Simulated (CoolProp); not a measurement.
Model: reference Helmholtz-energy equation of state, Lemmon 2003, in CoolProp. It is a pseudo-pure fit of the blend.

Question: For R404A, give the phase and the cv (kJ/(kg K)), speed of sound (m/s), Joule-Thomson coefficient (K/MPa) at 268.3 K and 3.73 MPa; 268.3 K and 16.2 MPa.

Answer: 
- 268.3 K and 3.73 MPa: liquid; cv 0.875, speed of sound 555, Joule-Thomson coefficient -0.135
- 268.3 K and 16.2 MPa: liquid; cv 0.874, speed of sound 658, Joule-Thomson coefficient -0.250
